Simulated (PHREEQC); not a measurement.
Na2HPO4 is added in steps, without added water, to 1 kg of water holding 0.0011 mol CdCl2 and 0.007 mol FeSO4, at 25 °C. The system is closed to oxygen. CO2 is held at log p = -3.4 (atm). The run lets Siderite, Vivianite, Cd(OH)2, Otavite, Cd3(PO4)2, CdOHCl, Halite, Mirabilite, Melanterite, Nahcolite, Natron precipitate or redissolve, and no other solid.

Base run: PHREEQC, ion-association model, wateq4f.dat. Each further column changes one thing. The table gives HCO3- (mol/kgw).

```csv
Na2HPO4 added (mol),base,Debye-Hückel limiting law,Davies equation for every ion,metal-ligand complexes left out,all activity coefficients set to 1
0,2.60e-6,2.77e-6,2.65e-6,3.02e-6,2.22e-6
0.0005833,3.41e-7,3.86e-7,3.49e-7,[?],[?]
0.001167,2.50e-7,2.83e-7,2.56e-7,[?],1.80e-7
0.00175,2.15e-7,2.43e-7,2.20e-7,1.23e-7,1.54e-7
0.002333,1.96e-7,2.22e-7,2.01e-7,[?],[?]
0.002917,1.87e-7,2.11e-7,1.92e-7,1.07e-7,1.36e-7
0.0035,1.84e-7,[?],1.88e-7,1.05e-7,1.34e-7
```

Question: Complete the blanks.

Answer: 
- 0.0005833, metal-ligand complexes left out: 1.95e-7
- 0.0005833, all activity coefficients set to 1: 2.44e-7
- 0.001167, metal-ligand complexes left out: 1.43e-7
- 0.002333, metal-ligand complexes left out: 1.12e-7
- 0.002333, all activity coefficients set to 1: 1.42e-7
- 0.0035, Debye-Hückel limiting law: 2.07e-7

H3PO4, which wateq4f.dat lacks, is added to it with the constant of phreeqc.dat. The database has no phosphate complexes of Cd.
